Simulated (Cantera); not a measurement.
# Premixed flame

A freely propagating, adiabatic, planar premixed flame of CH₄ : C₂H₆ : O₂ : N₂ : CO₂ = 1 : 0.038 : 1.78 : 6.68 : 0.15 (molar parts), equivalence ratio 1.2, unburnt at 623 K and 0.987 atm; mixture-averaged transport, grid criteria slope 0.08 and curve 0.16, no radiation.

Model: GRI-Mech 3.0 (53 species, 325 reactions), integrated in Cantera. Burning velocities carry a grid error of a few per cent, more on coarse grids.

| z (mm) | T (K) | u (m/s) | x CH₄ | x C₂H₆ | x O₂ | x H₂O₂ | x CH₃ | x O |
|---|---|---|---|---|---|---|---|---|
| -1.04 | 623 | 1.20 | 0.103 | 0.00393 | 0.184 | 1.39e-8 | 3.42e-8 | <1e-8 |
| -0.691 | 625 | 1.21 | 0.103 | 0.00392 | 0.183 | 1.48e-7 | 3.33e-7 | <1e-8 |
| -0.518 | 636 | 1.24 | 0.102 | 0.00390 | 0.182 | 8.30e-7 | 1.92e-6 | <1e-8 |
| -0.345 | 704 | 1.38 | 0.0962 | 0.00386 | 0.176 | 4.66e-6 | 2.03e-5 | 1.42e-7 |
| -0.173 | 1104 | 2.21 | 0.0678 | 0.00352 | 0.141 | 1.26e-5 | 0.000697 | 1.39e-5 |
| -0.0864 | 1503 | 3.05 | 0.0375 | 0.00193 | 0.0980 | 6.42e-6 | 0.00312 | 0.000121 |
| 0 | 1868 | 3.83 | 0.00983 | 0.000163 | 0.0504 | 1.52e-6 | 0.00347 | 0.000619 |
| 0.0864 | 2034 | 4.18 | 0.000980 | 1.32e-6 | 0.0220 | 3.23e-7 | 0.000706 | 0.00161 |
| 0.173 | 2076 | 4.26 | 5.33e-5 | <1e-8 | 0.0115 | 1.72e-7 | 4.98e-5 | 0.00227 |
| 0.345 | 2108 | 4.30 | 1.42e-7 | <1e-8 | 0.00684 | 1.45e-7 | 1.55e-7 | 0.00230 |
| 0.691 | 2146 | 4.36 | <1e-8 | <1e-8 | 0.00525 | 1.20e-7 | <1e-8 | 0.00187 |
| 1.38 | 2193 | 4.45 | <1e-8 | <1e-8 | 0.00389 | 9.32e-8 | <1e-8 | 0.00132 |
| 2.76 | 2243 | 4.53 | <1e-8 | <1e-8 | 0.00248 | 6.65e-8 | <1e-8 | 0.000787 |
x: mole fraction of selected species; z is measured from the peak of heat release.

The laminar burning velocity is 120 cm/s and the thermal thickness is 0.345 mm. The peak x(H₂O₂) comes out as 1.26e-5, the peak x(CH₃) comes out as 0.00412 and the peak x(O) comes out as 0.00238. The grid points is 149.
